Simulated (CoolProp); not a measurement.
A closed Brayton cycle with dry air: compressor inlet 326.15 K and 0.22 MPa, high pressure 0.49 MPa, turbine inlet 670 K, compressor efficiency 0.8, turbine efficiency 0.9, recuperator effectiveness 0.95 (on enthalpy, no pinch check). Each further row changes one setting.

Computed with CoolProp (reference Helmholtz-energy equation of state, Lemmon 2000). It is a pseudo-pure fit of the blend.

```tsv
case	thermal efficiency (%)	net work (kJ/kg)	compressor to turbine work	compressor exit (K)	turbine exit (K)
as stated	14.8	19.4	0.84	430.3	551.7
turbine inlet 620 K	8.3	9.98	(withheld)	430.3	509.5
compressor inlet 336.15 K	(withheld)	16.2	0.87	(withheld)	551.7
high pressure 0.416 MPa	17.8	19.6	(withheld)	407.2	574.1
recuperator effectiveness 0.5	10.4	19.4	0.84	430.3	551.7
```

Question: Some entries are withheld; supply them.

Answer: 
- turbine inlet 620 K, compressor to turbine work: 0.91
- compressor inlet 336.15 K, thermal efficiency (%): 12.4
- compressor inlet 336.15 K, compressor exit (K): 443.4
- high pressure 0.416 MPa, compressor to turbine work: 0.81
